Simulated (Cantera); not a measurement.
A closed system holds: 1 mol TiO2, 2.5 mol HCl, 2.7 mol O2, at 600 K and 0.0345 Torr.

Method: chemical equilibrium by Gibbs-energy minimisation in Cantera with the NASA 1993 tables (ideal gas, pure condensed phases). Candidate condensed phases: H2O, Ti, TiCl2, TiCl3, TiCl4, TiO, TiO2, Ti2O3, Ti3O5, Ti4O7; 23 gas species. Condensed phases not in the tables: TiOCl. The numbers say what is thermodynamically allowed, not how fast it happens.

Q: What is the equilibrium state?

A: 
```
Quantity                                Result
-----------------------------------  ---------
x(O2)                                    0.491
x(HCl)                                   0.276
x(Cl2)                                   0.116
x(H2O)                                   0.116
n(TiO2(rutile))                       1.00 mol
gas amount                           4.914 mol
log10 activity of TiCl4(l) (absent)     -19.71
log10 activity of TiCl3(s) (absent)     -24.61
log10 activity of Ti4O7(s) (absent)     -25.01
```
